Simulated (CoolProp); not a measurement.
Vapour-liquid equilibrium of R113 (1) + n-heptane (2) at 1.15 MPa; x and y are mole fractions of (1).

Values from CoolProp's multi-fluid Helmholtz-energy mixture model, Marx 1992 and Span 2003; pair parameters Bell 2016.

| x | bubble temperature (K) | y at the bubble point | dew temperature at overall composition x (K) | liquid density (mol/L) |
|---|---|---|---|---|
| 0.05 | 477.7 | 0.100 | 480.2 | 4.896 |
| 0.2 | 464.0 | 0.357 | 472.5 | 5.172 |
| 0.35 | 452.3 | 0.550 | 464.4 | 5.429 |
| 0.5 | 442.7 | 0.693 | 455.5 | 5.670 |
| 0.65 | 434.6 | 0.804 | 445.7 | 5.905 |
| 0.8 | 427.8 | 0.894 | 434.9 | 6.143 |
| 0.95 | 421.8 | 0.974 | 423.6 | 6.397 |

No azeotrope shows between x = 0.05 and 0.95.

Pair parameters are fitted to limited data, so mixtures are less certain than the pure fluids.
